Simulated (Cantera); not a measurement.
A freely propagating, adiabatic, planar premixed flame of 12.8 % CH₄, 18.3 % O₂, 68.8 % N₂, equivalence ratio 1.4, unburnt at 700 K and 3750 Torr; mixture-averaged transport, grid criteria slope 0.08 and curve 0.16, no radiation.

Detailed kinetics in Cantera: GRI-Mech 3.0 (53 species, 325 reactions). Burning velocities carry a grid error of a few per cent, more on coarse grids.

Question: Predict: laminar burning velocity; thermal thickness; peak x(HO₂); peak x(H); peak x(O).

Answer: 
- laminar burning velocity = 55.7 cm/s
- thermal thickness = 0.148 mm
- peak x(HO₂) = 0.000121
- peak x(H) = 0.00231
- peak x(O) = 9.67e-5
